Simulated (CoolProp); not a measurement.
A simple Rankine cycle with n-butane: condensing at 314.15 K, boiler at 2.65 MPa, turbine inlet 405.5 K, turbine efficiency 0.8, pump efficiency 0.6, no recuperator. Each further row changes one setting.

Computed with CoolProp (reference Helmholtz-energy equation of state, Bücker 2006).

```tsv
case	thermal efficiency (%)	net work (kJ/kg)	heat in (kJ/kg)	turbine exit temperature (K)	volume ratio over the turbine
as stated	12.6	56.3	448	338.7	8.85
turbine inlet 425.5 K	12.7	65.1	512	365.8	7.90
condensing temperature 306.15 K	13.7	64.1	468	333.2	11.1
boiler pressure 1.85 MPa	11.0	53.8	488	359.7	5.17
turbine efficiency 0.7	10.8	48.5	448	342.6	8.99
```
